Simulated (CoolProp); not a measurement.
A single-stage vapour-compression cycle with the fluoroketone C6F12O (FK-5-1-12): evaporating at 314.15 K (dew point), condensing at 346.15 K (bubble point), superheat 0 K, subcooling 8 K, compressor efficiency 0.9, no pressure losses. Each further row changes one setting.

Computed with CoolProp (reference Helmholtz-energy equation of state, McLinden 2015).

```json
[
 {"case": "as stated", "cooling COP": "7.57", "pressure ratio": "2.86", "discharge temperature (K)": "346.1", "refrigerating effect (kJ/kg)": "63.3", "volumetric capacity (kJ/m³)": "614"},
 {"case": "evaporating temperature 319.15 K", "cooling COP": "[?]", "pressure ratio": "[?]", "discharge temperature (K)": "346.1", "refrigerating effect (kJ/kg)": "[?]", "volumetric capacity (kJ/m³)": "777"},
 {"case": "condensing temperature 341.15 K", "cooling COP": "[?]", "pressure ratio": "[?]", "discharge temperature (K)": "341.2", "refrigerating effect (kJ/kg)": "[?]", "volumetric capacity (kJ/m³)": "669"},
 {"case": "subcooling 13 K", "cooling COP": "8.25", "pressure ratio": "2.86", "discharge temperature (K)": "346.1", "refrigerating effect (kJ/kg)": "[?]", "volumetric capacity (kJ/m³)": "669"},
 {"case": "superheat 10 K", "cooling COP": "7.85", "pressure ratio": "2.86", "discharge temperature (K)": "346.1", "refrigerating effect (kJ/kg)": "72.2", "volumetric capacity (kJ/m³)": "674"},
 {"case": "compressor efficiency 0.8", "cooling COP": "6.73", "pressure ratio": "2.86", "discharge temperature (K)": "346.1", "refrigerating effect (kJ/kg)": "63.3", "volumetric capacity (kJ/m³)": "614"}
]
```

**Question.** Fill in the missing entries.

**Answer.** 
- evaporating temperature 319.15 K, cooling COP: 9.55
- evaporating temperature 319.15 K, pressure ratio: 2.39
- evaporating temperature 319.15 K, refrigerating effect (kJ/kg): 67.4
- condensing temperature 341.15 K, cooling COP: 9.44
- condensing temperature 341.15 K, pressure ratio: 2.46
- condensing temperature 341.15 K, refrigerating effect (kJ/kg): 69.0
- subcooling 13 K, refrigerating effect (kJ/kg): 68.9

The compression ends wet for: as stated; evaporating temperature 319.15 K; condensing temperature 341.15 K; subcooling 13 K; superheat 10 K; compressor efficiency 0.8.
